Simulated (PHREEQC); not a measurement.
# Copper plating or etch bath (model solution)

Solution (25 °C): 5.4 mmol/kgw Cu(NO3)2 and 1.4 mmol/kgw H2SO4. Closed to the air; pH follows from the charge balance.

Computed with PHREEQC (ion-association model, phreeqc.dat).

Precipitation was switched off in this run.

Question: Estimate the pH.

Answer: pH 2.62.

Question: In which forms is Cu present?

Answer: Cu+2 94 %, CuSO4 6.2 % of the Cu.
